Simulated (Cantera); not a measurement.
Mixture: CH3OH : O2 : N2 = 1 : 1.5 : 5.64 (molar parts), at 0.580 bar, adiabatic and at constant volume. Ignition delay is the time to a rise of 400 K.

Model: GRI-Mech 3.0 (53 species, 325 reactions), integrated in Cantera. GRI-Mech 3.0 was tuned for natural gas; its chemistry of methanol as a main component is partial and can be far from experiment.

**Question.** What does this change do: 0.38 parts H2O added?

**Answer.** 
```csv
quantity,before,after
delay at 1300 K,3.36 ms,2.96 ms
delay at 1400 K,0.955 ms,0.834 ms
delay at 1500 K,0.334 ms,0.290 ms
delay at 1600 K,0.139 ms,0.119 ms
delay at 1700 K,65.5 µs,55.9 µs
apparent activation energy between 1600 and 1700 K,170 kJ/mol,170 kJ/mol
```
